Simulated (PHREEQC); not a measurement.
30 mol of Mirabilite (Na2SO4:10H2O) is brought to equilibrium with 1 kg of water, with rising amounts of Na2SiO3, at 25 °C. CO2 from the air is kept out. Names ending in (a), (am) or -a are amorphous solids. The run lets Mirabilite, SiO2(a), Thenardite precipitate or redissolve, and no other solid.

Base run: PHREEQC, Pitzer model, pitzer.dat. Each further column changes one thing. The table gives pH.

```tsv
Na2SiO3 added (mol)	base	temperature from 25 to 10 °C
0	7.39	7.54
0.00125	10.64	11.31
0.0025	10.91	11.59
0.00375	11.06	11.74
0.005	11.16	11.85
0.00625	11.24	11.94
0.0075	11.30	12.00
0.00875	11.35	12.06
0.01	11.40	12.10
0.0113	11.44	12.14
0.0125	11.47	12.18
0.0137	11.50	12.21
0.015	11.53	12.24
```

In brines, pH and single-ion activities rest on the MacInnes convention. At this temperature some constants are extrapolated from 25 °C, and those without enthalpy data are left unchanged.
